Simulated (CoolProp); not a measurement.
CH2F2 (R32) along the isobar 260 bar: fugacity coefficient from the reference equation and from simpler models built on Tc = 351.3 K, pc = 57.83 bar, ω = 0.277; each cubic takes its own stable root.

Model: reference Helmholtz-energy equation of state, Tillner-Roth 1997, in CoolProp.

```tsv
T (K)	phase	reference	Redlich-Kwong	Peng-Robinson
155.7	liquid	5.238e-5	0.0002170	5.691e-5
172.5	liquid	0.0002763	0.0009784	0.0002983
189.4	liquid	0.001043	0.003162	0.001126
206.2	liquid	0.003031	0.007953	0.003284
223.1	liquid	0.007306	0.01678	0.007954
239.9	liquid	0.01509	0.03074	0.01651
256.8	liquid	0.02779	0.05085	0.03057
273.6	liquid	0.04640	0.07720	0.05126
290.5	liquid	0.07190	0.1099	0.07969
307.3	liquid	0.1043	0.1480	0.1158
324.2	liquid	0.1437	0.1910	0.1596
341	liquid	0.1891	0.2373	0.2097
357.9	supercritical	0.2398	0.2862	0.2651
374.7	supercritical	0.2938	0.3359	0.3234
391.6	supercritical	0.3504	0.3861	0.3834
```
